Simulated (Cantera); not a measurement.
Input: 1 mol Nb₂O₅, 14 mol H₂, held at 0.0100 bar.

Equilibrium computed with Cantera from the NASA thermochemical tables; the gas is ideal and each condensed phase is pure. Candidate condensed phases: H₂O, Nb, NbO, NbO₂, Nb₂O₅; 12 gas species. Condensed phases not in the tables: the oxides between NbO₂ and Nb₂O₅. Equilibrium is a limit: real reactors are often held back by kinetics, nucleation or transport. All values below are at 1625 K.

Base state: H₂ 0.928, H₂O 0.0714, H 0.000680 (mole fractions); condensed: NbO₂(s).

What changes in the equilibrium state with this change: pressure from 0.0100 bar to 0.00133 bar?


| species | before | after |
|---|---|---|
| H₂ | 0.928 | 0.927 |
| H₂O | 0.0714 | 0.0714 |
| H | 0.000680 | 0.00186 |
| NbO₂(s), mol | 2.00 | 2.00 |
